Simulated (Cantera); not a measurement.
Cantera run, input and output.

```python
import numpy as np
import cantera as ct

gas = ct.Solution("gri30.yaml")


def delay(T, t_max=10):
    gas.TPX = T, 430000, {'CH4': 1, 'O2': 1, 'N2': 3.76}
    reactor = ct.IdealGasReactor(gas, clone=False)
    net = ct.ReactorNet([reactor])
    net.rtol, net.atol = 1e-8, 1e-16
    while net.time < t_max:
        t_old, T_old = net.time, reactor.T
        net.step()
        if reactor.T > T + 400:  # ignition: a rise of 400 K
            return t_old + (T + 400 - T_old) / (reactor.T - T_old) * (net.time - t_old)
    return np.nan


taus = []
for T in [1100, 1175, 1250, 1325, 1400, 1475, 1550, 1625, 1700, 1775]:
    taus.append(delay(T))
    print(f"T0 = {T:6g} K   tau = {taus[-1]:.4e} s")
```

It prints:

```
T0 =   1100 K   tau = 6.4589e-02 s
T0 =   1175 K   tau = 2.2399e-02 s
T0 =   1250 K   tau = 8.3756e-03 s
T0 =   1325 K   tau = 3.3447e-03 s
T0 =   1400 K   tau = 1.4105e-03 s
T0 =   1475 K   tau = 6.2341e-04 s
T0 =   1550 K   tau = 2.8868e-04 s
T0 =   1625 K   tau = 1.4080e-04 s
T0 =   1700 K   tau = 7.2847e-05 s
T0 =   1775 K   tau = 4.0156e-05 s
```

Model: GRI-Mech 3.0 (53 species, 325 reactions), integrated in Cantera.
